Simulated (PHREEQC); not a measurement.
Make-up at 25 °C: 0.21 mol/kgw HF, 0.00036 mol/kgw NH4HF2 and 1.2e-05 mol/kgw H4SiO4. Closed to the air; pH follows from the charge balance.

The numbers come from PHREEQC with the ion-association model, phreeqc.dat.

Problem. The ionic strength comes out as 0.0168 mol/kgw. What activity coefficients do H+, NH4+, HF2-, F-, SiF6-2 get?

Solution. H+ 0.90, NH4+ 0.87, HF2- 0.88, F- 0.88, SiF6-2 0.61.

Precipitation was switched off in this run. SiF6-2 is the database's only silicon fluoride.
